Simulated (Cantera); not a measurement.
Charge: 1 mol SiO2, 3.7 mol CH4, 0.01 mol CO, held at 1077 °C and 0.000340 bar.

Method: chemical equilibrium by Gibbs-energy minimisation in Cantera with the NASA 1993 tables (ideal gas, pure condensed phases). Candidate condensed phases: C, C6H6, C7H8, C8H18, H2O, Si, SiC, SiO2; 123 gas species. The numbers say what is thermodynamically allowed, not how fast it happens.

Base state: H2 0.786, CO 0.213, SiO 0.000208, H 0.000115 (mole fractions); condensed: C(graphite) + SiC(s).

Q: What changes in the equilibrium state with this change: pressure from 0.000340 bar to 0.133 bar?

A: 
| species | before | after |
|---|---|---|
| H2 | 0.786 | 0.988 |
| CO | 0.213 | 0.0117 |
| CH4 | 1.21e-6 | 0.000749 |
| SiO | 0.000208 | 1.14e-5 |
| H | 0.000115 | 6.49e-6 |
| C(graphite), mol | 0.704 | 3.58 |
| SiC(s), mol | 0.998 | 0.0388 |
| SiO2(β-quartz), mol | 0 | 0.961 |
Mutual solubility and eutectic melting of coexisting phases are not modelled. The tables hold silica as quartz up to 1696 K and as liquid above; real silica turns to tridymite and cristobalite and melts near 1996 K.

Q: What changes in the equilibrium state with this change: temperature from 1077 °C to 1800 °C?

A: 
| species | before | after |
|---|---|---|
| H2 | 0.786 | 0.664 |
| CO | 0.213 | 0.194 |
| H | 0.000115 | 0.116 |
| Si | 2.23e-9 | 0.0209 |
| SiC2 | <1e-9 | 0.00120 |
| Si2C | <1e-9 | 0.000771 |
| SiH | <1e-9 | 0.000180 |
| Si2 | <1e-9 | 1.83e-5 |
| C(graphite), mol | 0.704 | 0.939 |
| SiC(s), mol | 0.998 | 0.734 |
